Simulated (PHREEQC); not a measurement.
Dissolve 0.014 mol NaCl, 0.0044 mol BaCl2 and 0.00022 mol KBr per kg of water at 40 °C. Closed to the air; pH follows from the charge balance.

Model: ion-association model, phreeqc.dat, run in PHREEQC.

| Item | Value |
|---|---|
| ionic strength | 0.0274 mol/kgw |
| specific conductance | 3620 µS/cm |

```csv
species,molality,activity,log γ
Cl-,0.0228,0.0193,-0.072
Na+,0.0140,0.0120,-0.069
Ba+2,0.00440,0.00231,-0.281
Br-,0.000220,0.000185,-0.075
K+,0.000220,0.000186,-0.072
H+,1.99e-7,1.74e-7,-0.058
OH-,1.99e-7,1.68e-7,-0.073
```

Precipitation was switched off in this run. At this temperature some constants are extrapolated from 25 °C, and those without enthalpy data are left unchanged.
